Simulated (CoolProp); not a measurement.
C3F8 (R218) along the isotherm 365.6 K: Z from the reference equation and from simpler models built on Tc = 345.0 K, pc = 2.640 MPa, ω = 0.317; each cubic takes its own stable root.

Values from CoolProp's reference Helmholtz-energy equation of state, Lemmon 2006. It is a short technical equation, of lower accuracy than the large ones.

| p (MPa) | phase | reference | van der Waals | Redlich-Kwong | Peng-Robinson |
|---|---|---|---|---|---|
| 0.0632 | gas | 0.9936 | 0.9938 | 0.9931 | 0.9925 |
| 0.112 | gas | 0.9886 | 0.9890 | 0.9877 | 0.9866 |
| 0.2 | gas | 0.9796 | 0.9802 | 0.9779 | 0.9760 |
| 0.356 | gas | 0.9631 | 0.9642 | 0.9603 | 0.9570 |
| 0.632 | gas | 0.9328 | 0.9349 | 0.9281 | 0.9225 |
| 1.12 | gas | 0.8749 | 0.8791 | … | … |
| 2 | gas | 0.7521 | 0.7582 | 0.7428 | 0.7326 |
| 3.56 | supercritical | 0.4379 | 0.3896 | 0.4081 | … |
| 6.32 | supercritical | 0.3951 | 0.4996 | 0.4260 | … |
| 11.2 | supercritical | 0.6036 | 0.7732 | 0.6270 | 0.5779 |
| 20 | supercritical | … | 1.247 | 0.9770 | 0.8906 |

Fill in the missing entries.


- 1.12, Redlich-Kwong: 0.8678
- 1.12, Peng-Robinson: 0.8590
- 3.56, Peng-Robinson: 0.4447
- 6.32, Peng-Robinson: 0.4041
- 20, reference: 0.9724
